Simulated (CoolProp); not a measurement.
Saturation properties of oxygen.

Values from CoolProp's reference Helmholtz-energy equation of state, Schmidt 1985.

| T (K) | p (bar) | liquid density (kg/m³) | liquid cp (kJ/(kg K)) | surface tension (mN/m) | vapour viscosity (µPa s) |
|---|---|---|---|---|---|
| 94.8 | 1.601 | 1118 | 1.714 | 12.0 | 7.31 |
| 102.4 | 3.092 | 1078 | 1.751 | 10.2 | 7.92 |
| 110 | 5.434 | 1035 | 1.807 | 8.38 | 8.55 |
| 117.6 | 8.870 | 989.4 | 1.892 | 6.66 | 9.21 |
| 125.2 | 13.65 | 938.3 | 2.025 | 5.03 | 9.93 |
| 132.8 | 20.05 | 879.9 | 2.254 | 3.48 | 10.8 |
| 140.4 | 28.37 | 809.0 | 2.728 | 2.06 | 11.9 |
| 148 | 38.96 | 711.4 | 4.250 | 0.804 | 13.8 |

It boils at 90.2 K under 1 atm.

Viscosity comes from a separate model (Lemmon 2004). Surface tension comes from a separate correlation (Mulero 2012).
